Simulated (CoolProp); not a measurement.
Model: reference Helmholtz-energy equation of state, Thol 2019, in CoolProp.

Q: For dodecamethylpentasiloxane (MD3M), give the phase and the density (kg/m³), cp (kJ/(kg K)), isothermal compressibility (1/MPa) at 300.05 °C and 2070 kPa; 307.85 °C and 2070 kPa; 315.65 °C and 2070 kPa.

A: 
- 300.05 °C and 2070 kPa: liquid; density 579, cp 2.29, isothermal compressibility 0.0248
- 307.85 °C and 2070 kPa: liquid; density 567, cp 2.31, isothermal compressibility 0.0285
- 315.65 °C and 2070 kPa: liquid; density 555, cp 2.33, isothermal compressibility 0.0330
